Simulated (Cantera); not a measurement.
A perfectly stirred reactor is fed with CO : H2 : O2 : N2 : CO2 = 1 : 0.042 : 1.24 : 4.66 : 1.1 (molar parts), equivalence ratio 0.42, at 0.760 bar; it is adiabatic with a 725 K inlet, and is followed from long to short residence time, starting on the burning branch (τ in s: 0.2, 0.092, 0.042, 0.02, 0.009, 0.0042, 0.0019, 0.00088, 0.00041, 0.00019, 8.7e-05, 4e-05).

Cantera simulation using GRI-Mech 3.0 (53 species, 325 reactions); the numbers are that mechanism's predictions, not measurements.

x: mole fraction; the columns are a selection and need not sum to one.

```csv
τ (s),T (K),x CO,x H2,x O2,x NO2,x H,x H2O2,x CO2
0.20,1673,0.00331,1.70e-5,0.0966,1.54e-7,2.68e-5,2.00e-8,0.275
0.092,1657,0.00523,2.66e-5,0.0973,1.03e-7,5.37e-5,2.97e-8,0.273
0.042,1634,…,…,0.0983,…,…,…,0.270
0.020,1601,0.0121,6.05e-5,0.0997,3.91e-8,0.000195,6.63e-8,0.265
0.0090,1552,0.0181,8.93e-5,0.102,2.39e-8,0.000358,1.04e-7,0.258
0.0042,1484,0.0266,0.000127,0.105,1.55e-8,0.000589,1.65e-7,0.248
0.0019,1363,0.0430,0.000198,0.112,8.02e-9,0.000791,2.87e-7,0.229
0.00088,725,0.124,0.00522,0.154,<1e-12,<1e-12,<1e-12,0.137
0.00041,725,0.124,0.00522,0.154,<1e-12,<1e-12,<1e-12,0.137
0.00019,725,0.124,0.00522,0.154,<1e-12,<1e-12,<1e-12,0.137
8.7e-5,725,0.124,0.00522,0.154,<1e-12,<1e-12,<1e-12,0.137
4.0e-5,725,0.124,0.00522,0.154,<1e-12,<1e-12,<1e-12,0.137
```

### Question
What belongs in the gaps?

### Answer

- 0.042, x CO: 0.00812
- 0.042, x H2: 4.11e-5
- 0.042, x NO2: 6.35e-8
- 0.042, x H: 0.000106
- 0.042, x H2O2: 4.45e-8
